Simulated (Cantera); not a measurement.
Feed: 1 mol Ta(OEt)5, 2.6 mol CO2, 220 mol H2, equilibrated at 3.30 bar.

Equilibrium computed with Cantera from the NASA thermochemical tables; the gas is ideal and each condensed phase is pure. Candidate condensed phases: C, C6H6, C7H8, C8H18, H2O, Ta, TaC, Ta2O5; 113 gas species. The feed counts by its element totals alone. TaC: taken at fixed stoichiometry. Condensed phases not in the tables: Ta2C. Kinetics and transport are ignored.

log p: log10 of the partial pressure in bar; n: condensed amount in mol.

| T (K) | log p H2 | log p CH4 | log p CO | log p H2O | log p CO2 | log p H | log p C2H2 (acetylene) | n Ta2O5(s) | n TaC(s) | n C(graphite) |
|---|---|---|---|---|---|---|---|---|---|---|
| 1050 | 0.48 | -0.83 | -1.43 | -1.13 | -2.98 | -7.85 | … | 0.500 | 0 | 0 |
| 1150 | 0.49 | -1.01 | -1.09 | -1.57 | -3.22 | -6.88 | … | 0.500 | 0 | 0 |
| 1250 | 0.49 | -1.12 | -0.99 | -2.17 | -3.86 | -6.07 | … | 0.500 | 0 | 0 |
| 1350 | 0.50 | -1.61 | -0.87 | -2.26 | -3.92 | -5.37 | … | 0 | 1.00 | 0 |
| 1450 | 0.50 | -1.68 | -0.86 | -2.77 | -4.51 | -4.78 | … | 0 | 1.00 | 0 |
| 1550 | 0.50 | -1.71 | -0.86 | -3.27 | -5.07 | -4.25 | … | 0 | 1.00 | 0 |
| 1650 | 0.50 | -1.88 | -0.86 | -3.55 | -5.41 | -3.79 | … | 0 | 1.00 | 0.430 |
| 1750 | 0.50 | -2.04 | -0.86 | -3.79 | -5.71 | -3.38 | … | 0 | 1.00 | 0.686 |
| 1850 | 0.50 | -2.19 | -0.86 | -4.01 | -5.97 | -3.02 | … | 0 | 1.00 | 0.799 |

Problem. What belongs in the gaps?

Solution. 
- 1050, log p C2H2 (acetylene): -9.02
- 1150, log p C2H2 (acetylene): -7.64
- 1250, log p C2H2 (acetylene): -6.40
- 1350, log p C2H2 (acetylene): -6.13
- 1450, log p C2H2 (acetylene): -5.20
- 1550, log p C2H2 (acetylene): -4.32
- 1650, log p C2H2 (acetylene): -3.84
- 1750, log p C2H2 (acetylene): -3.44
- 1850, log p C2H2 (acetylene): -3.08
